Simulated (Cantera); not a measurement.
A closed system holds: 1 mol Si₃N₄, 5.1 mol F₂, 14 mol N₂, 14 mol O₂, equilibrated at 1948 K and 13300 Pa.

Cantera equilibrium calculation (NASA polynomials, part measured and part estimated; ideal gas, pure solids and liquids). Candidate condensed phases: Si, SiO₂, Si₂N₂O, Si₃N₄; 28 gas species. The tables' values for SiF₃ are old estimates; treat these amounts as uncertain. The tables hold silica as quartz up to 1696 K and as liquid above; real silica turns to tridymite and cristobalite and melts near 1996 K. Equilibrium is a limit: real reactors are often held back by kinetics, nucleation or transport.

Base state: N₂ 0.495, O₂ 0.418, SiF₄ 0.0793, NO 0.00739, O 0.000786, F 0.000109, SiF₃ 6.37e-5 (mole fractions); condensed: SiO₂(condensed).

What changes in the equilibrium state with this change: temperature from 1948 K to 1698.15 K?


```
species                 before    after
--------------------  --------  -------
N₂                       0.495    0.497
O₂                       0.418    0.420
SiF₄                    0.0793   0.0794
NO                     0.00739  0.00324
SiF₃                   6.37e-5  2.84e-6
F                     0.000109  9.77e-6
SiO₂(condensed), mol     0.450    0.450
```

What changes in the equilibrium state with this change: temperature from 1948 K to 1800 K?


| species | before | after |
|---|---|---|
| N₂ | 0.495 | 0.496 |
| O₂ | 0.418 | 0.420 |
| SiF₄ | 0.0793 | 0.0794 |
| NO | 0.00739 | 0.00466 |
| SiF₃ | 6.37e-5 | 1.12e-5 |
| F | 0.000109 | 2.83e-5 |
| O | 0.000786 | 0.000216 |
| SiO₂(condensed), mol | 0.450 | 0.450 |

What changes in the equilibrium state with this change: temperature from 1948 K to 998.15 K?


| species | before | after |
|---|---|---|
| N₂ | 0.495 | 0.498 |
| O₂ | 0.418 | 0.422 |
| SiF₄ | 0.0793 | 0.0794 |
| NO | 0.00739 | 3.46e-5 |
| O | 0.000786 | <1e-9 |
| F | 0.000109 | <1e-9 |
| SiO₂(condensed), mol | 0.450 | 0 |
| SiO₂(β-quartz), mol | 0 | 0.450 |
